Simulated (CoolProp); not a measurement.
Vapour pressure (MPa) of methane: the reference equation beside estimates from Tc = -82.6 °C, pc = 4.599 MPa, ω = 0.011. Clausius-Clapeyron is anchored at -142.25 °C with a constant enthalpy of vaporisation of 7.537 kJ/mol.

Values from CoolProp's reference Helmholtz-energy equation of state, Setzmann 1991.

```
T (°C)   reference  Lee-Kesler  Clausius-Clapeyron  van der Waals  Redlich-Kwong  Soave-Redlich-Kwong  Peng-Robinson
-------  ---------  ----------  ------------------  -------------  -------------  -------------------  -------------
-161.35     0.1024      0.1009              0.1187         0.3505        0.07410              0.09961         0.1032
-154.95     0.1682      0.1667              0.1842         0.4827         0.1324               0.1652         0.1693
-148.65     0.2601      0.2590              0.2715         0.6422         0.2183               0.2577         0.2617
-142.25     0.3876      0.3872              0.3876         0.8367         0.3422               0.3866         0.3898
-135.95     0.5531      0.5537              0.5327          1.063         0.5076               0.5547         0.5563
-129.55     0.7689      0.7704              0.7150          1.329         0.7274               0.7745         0.7737
-123.15      1.040       1.042              0.9361          1.635          1.007                1.051          1.047
-116.85      1.368       1.370               1.194          1.977          1.347                1.386          1.378
-110.45      1.771       1.772               1.500          2.366          1.766                1.797          1.786
-104.15      2.245       2.245               1.847          2.793          2.256                2.279          2.264
-97.75       2.815       2.814               2.246          3.273          2.839                2.853          2.838
```

Absolute difference from the reference over all 11 rows, mean and median: Lee-Kesler 0.3 and 0.1 %, Clausius-Clapeyron 10.6 and 10.0 %, van der Waals 93.9 and 72.8 %, Redlich-Kwong 8.8 and 5.4 %, Soave-Redlich-Kwong 1.2 and 1.3 %, Peng-Robinson 0.7 and 0.7 %.
